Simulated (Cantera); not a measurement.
A closed system holds: 1 mol Si, 0.0072 mol H₂O, 2.5 mol H₂, 0.54 mol CO₂, held at 1002 °C and 0.990 Pa.

Method: chemical equilibrium by Gibbs-energy minimisation in Cantera with the NASA 1993 tables (ideal gas, pure condensed phases). Candidate condensed phases: C, C₆H₆, C₇H₈, C₈H₁₈, H₂O, Si, SiC, SiO₂; 123 gas species. Mutual solubility and eutectic melting of coexisting phases are not modelled. The tables hold silica as quartz up to 1696 K and as liquid above; real silica turns to tridymite and cristobalite and melts near 1996 K. The numbers say what is thermodynamically allowed, not how fast it happens.

Base state: H₂ 0.767, SiO 0.162, CO 0.0710, H 0.000205 (mole fractions); condensed: SiC(s) + SiO₂(β-quartz).

Problem. What changes in the equilibrium state with this change: temperature from 1002 °C to 1075 °C?

Solution. 
```
species                before     after
-------------------  --------  --------
H₂                      0.767     0.697
SiO                     0.162     0.215
CO                     0.0710    0.0872
H                    0.000205  0.000615
SiC(s), mol             0.308     0.226
SiO₂(β-quartz), mol     0.163         0
```
